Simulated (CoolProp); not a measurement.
Model: reference Helmholtz-energy equation of state, Guder 2009, in CoolProp.

**Question.** For sulfur hexafluoride, give the phase and the cv (kJ/(kg K)), viscosity (µPa s), fugacity coefficient at -17.45 °C and 41.1 bar.

**Answer.** 
- -17.45 °C and 41.1 bar: liquid; cv 0.589, viscosity 269, fugacity coefficient 0.180

Viscosity comes from a separate model (Quiñones-Cisneros 2012).
